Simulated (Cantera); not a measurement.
Standard-state values (1 bar) from the NASA 1993 polynomials, evaluated with Cantera. Values are per mole of reaction as written; species without (g) are pure solids or liquids, kept so even where they would boil at 1 bar.

4 K + 4 O2(g) + S2(g) → 2 K2SO4

```csv
T (K),ΔH° (kJ),ΔS° (J/K),ΔG° (kJ),log10 K,condensed phases
300,[?],[?],[?],[?],"K(s), K2SO4(s)"
423,-3012.6,-982.7,-2596.9,320.67,"K(l), K2SO4(s)"
498,-3010.3,-977.9,-2523.3,264.66,"K(l), K2SO4(s)"
573,[?],[?],[?],[?],"K(l), K2SO4(s)"
648,-3002.1,-963.6,-2377.7,191.66,"K(l), K2SO4(s)"
723,-2996.0,-954.8,-2305.7,166.58,"K(l), K2SO4(s)"
798,-2988.6,-945.0,-2234.5,146.26,"K(l), K2SO4(s)"
873,-2963.7,-915.7,-2164.3,129.49,"K(l), K2SO4(s)"
948,-2957.5,-908.9,-2095.9,115.48,"K(l), K2SO4(s)"
1023,-2950.8,-902.1,-2027.9,103.55,"K(l), K2SO4(s)"
```

Some entries are withheld; supply them.


- 300, ΔH° (kJ): -3003.9
- 300, ΔS° (J/K): -956.6
- 300, ΔG° (kJ): -2716.9
- 300, log10 K: 473.05
- 573, ΔH° (kJ): -3006.9
- 573, ΔS° (J/K): -971.4
- 573, ΔG° (kJ): -2450.2
- 573, log10 K: 223.36
